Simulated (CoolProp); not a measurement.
Properties of R1234yf along the isotherm 113.45 °C (Tc = 94.7 °C, pc = 33.84 bar, ω = 0.276).

The numbers come from the reference Helmholtz-energy equation of state, Lemmon 2022 in CoolProp.

```csv
p (bar),phase,cv (kJ/(kg K)),Prandtl number
0.535,gas,0.9750,0.789
1.01,gas,0.9758,0.790
1.92,gas,0.9773,0.793
3.65,gas,0.9803,0.797
6.91,gas,0.9863,0.808
13.1,gas,0.9993,0.837
24.8,gas,1.032,0.948
47.1,supercritical,1.132,3.27
89.3,supercritical,1.057,2.34
169,supercritical,1.044,2.41
```

Viscosity comes from a separate model (Bell 2016), an estimate that may be off by 10 % or more. Thermal conductivity comes from a separate model (Perkins 2011).
